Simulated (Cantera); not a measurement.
## Equilibrium for silicon epitaxy and polysilicon growth: Si₂H₆ + Cl₂ + N₂

Input: 1 mol Si₂H₆, 0.012 mol Cl₂, 52 mol N₂, at 1700 K and 0.100 bar.

These are equilibrium values from Cantera (NASA tables, ideal gas, pure condensed phases), not measurements of a reactor. Candidate condensed phases: NH₄Cl, Si, Si₃N₄; 28 gas species. The feed counts by its element totals alone. Equilibrium is a limit: real reactors are often held back by kinetics, nucleation or transport.

```json
{
 "x(N₂)": "0.944",
 "x(H₂)": "0.0556",
 "x(HCl)": "0.000445",
 "x(H)": "0.000110",
 "n(Si₃N₄(s))": "0.667 mol",
 "gas_amount": "53.68 mol",
 "log10 activity of Si(l) (absent)": "-1.19"
}
```
